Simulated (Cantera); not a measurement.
Cantera run, input and output.

```python
import numpy as np
import cantera as ct

gas = ct.Solution("SiF4_NH3_mec.yaml", "gas")
gas.TPX = 2350, 26000, {'NH3': 1, 'H2': 8.9}
reactor = ct.IdealGasConstPressureReactor(gas, energy="off", clone=False)
net = ct.ReactorNet([reactor])
net.rtol, net.atol = 1e-08, 1e-18
show = ['NH3', 'H2', 'NH', 'H', 'N2H2', 'N', 'N2H4']
times = np.geomspace(0.0001, 20, 11)

steps = ct.SolutionArray(gas, extra=["t"])
rows = []
print(f"{'t/s':>10s}{'T/K':>9s}{'P/Pa':>11s}" + "".join(f"{s:>11s}" for s in show))
for t in times:
    while net.time < t:
        t_next = net.step()
        steps.append(gas.state, t=t_next)
    rows.append([np.interp(t, steps.t, y) for y in (steps.T, steps.P, *steps(*show).X.T)])
    print(f"{t:10.3e}{rows[-1][0]:9.1f}{rows[-1][1]:11.4g}" + "".join(f"{x:11.3e}" for x in rows[-1][2:]))
rate = np.gradient(steps.T, steps.t)
print("integrator steps:", len(steps.t))
if steps.T.max() > steps.T[0] + 200:
    print(f"time of steepest temperature rise: {steps.t[rate.argmax()]:.4e} s")
gas.TPX = 2350, 26000, {'NH3': 1, 'H2': 8.9}
gas.equilibrate("TP")
print(f"equilibrium (TP): T = {gas.T:.1f} K  " + "  ".join(f"{s} {gas[s].X[0]:.3e}" for s in show))
```

Output:

```
       t/s      T/K       P/Pa        NH3         H2         NH          H       N2H2          N       N2H4
 1.000e-04   2350.0    2.6e+04  1.005e-01  8.980e-01  1.013e-05  1.123e-03  1.319e-07  5.102e-07  1.773e-09
 3.389e-04   2350.0    2.6e+04  9.830e-02  8.972e-01  5.966e-05  2.782e-03  1.494e-06  7.371e-06  1.035e-08
 1.149e-03   2350.0    2.6e+04  8.655e-02  9.031e-01  7.078e-05  3.253e-03  1.746e-06  1.016e-05  1.081e-08
 3.893e-03   2350.0    2.6e+04  5.555e-02  9.196e-01  6.236e-05  3.860e-03  1.098e-06  1.052e-05  6.053e-09
 1.320e-02   2350.0    2.6e+04  1.046e-02  9.412e-01  4.009e-05  7.225e-03  2.107e-07  1.257e-05  7.174e-10
 4.472e-02   2350.0    2.6e+04  5.644e-05  9.315e-01  2.302e-06  2.315e-02  1.531e-10  2.357e-06  2.181e-13
 1.516e-01   2350.0    2.6e+04  6.817e-06  9.309e-01  2.934e-07  2.375e-02  2.590e-12  3.084e-07  3.355e-15
 5.137e-01   2350.0    2.6e+04  1.774e-06  9.309e-01  7.634e-08  2.376e-02  3.580e-13  8.027e-08  2.275e-16
 1.741e+00   2350.0    2.6e+04  7.162e-07  9.309e-01  3.083e-08  2.376e-02  2.223e-13  3.241e-08  3.732e-17
 5.901e+00   2350.0    2.6e+04  6.127e-07  9.309e-01  2.637e-08  2.376e-02  2.152e-13  2.773e-08  2.739e-17
 2.000e+01   2350.0    2.6e+04  6.125e-07  9.309e-01  2.636e-08  2.376e-02  2.152e-13  2.772e-08  2.737e-17
integrator steps: 1500
equilibrium (TP): T = 2350.0 K  NH3 6.125e-07  H2 9.309e-01  NH 2.636e-08  H 2.376e-02  N2H2 2.152e-13  N 2.772e-08  N2H4 2.737e-17
```

Model: the gas-phase N/H chemistry of the illustrative SiF4/NH3 mechanism in the Surface Chemkin manual (1991), integrated in Cantera. Walls and surfaces, which speed up NH3 decomposition in real reactors, are not modelled.
